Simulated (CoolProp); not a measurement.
Computed with CoolProp (reference Helmholtz-energy equation of state, Thol 2022).

### Question
Give the vapour pressure (kPa), liquid density (kg/m³), vapour density (kg/m³), enthalpy of vaporisation (kJ/kg) of saturated vinyl chloride at -3.55 °C.

### Answer
| T (°C) | p (kPa) | liquid density (kg/m³) | vapour density (kg/m³) | enthalpy of vaporisation (kJ/kg) |
|---|---|---|---|---|
| -3.55 | 152 | 952 | 4.41 | 347 |
